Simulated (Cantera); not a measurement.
Thermodynamics of silicon epitaxy and polysilicon growth, feed Si3H8 + HCl + H2

Input: 1 mol Si3H8, 4.8 mol HCl, 27 mol H2, equilibrated at 1125 K.

These are equilibrium values from Cantera (NASA tables, ideal gas, pure condensed phases), not measurements of a reactor. Candidate condensed phases: Si; 19 gas species. The feed counts by its element totals alone. The tables' values for SiCl3 are old estimates; treat these amounts as uncertain. Rates play no part.

```
P (Pa)   x H2   x HCl  x SiCl4  x SiHCl3   x SiCl2  n Si(s)
------  -----  ------  -------  --------  --------  -------
100     0.900  0.0774  0.00483  0.000975    0.0141     2.21
300     0.909  0.0675  0.00823   0.00192    0.0106     2.17
880     0.918  0.0566   0.0117   0.00329   0.00740     2.11
2600    0.927  0.0459   0.0146   0.00512   0.00481     2.05
7700    0.934  0.0362   0.0166   0.00742   0.00298     1.97
23000   0.940  0.0280   0.0174    0.0102   0.00177     1.90
68000   0.945  0.0214   0.0173    0.0133   0.00102     1.82
200000  0.947  0.0161   0.0162    0.0166  0.000578     1.74
```
x: gas mole fraction; n: condensed amount in mol.

From 1.00 mbar to 2.00 bar the condensed part is Si(s). The main Si-bearing gas is SiCl2 at 1.00 mbar and SiHCl3 at 2.00 bar. The share of Si in condensed phases is highest at 1.00 mbar (73.6 %) and lowest at 2.00 bar (58.0 %).
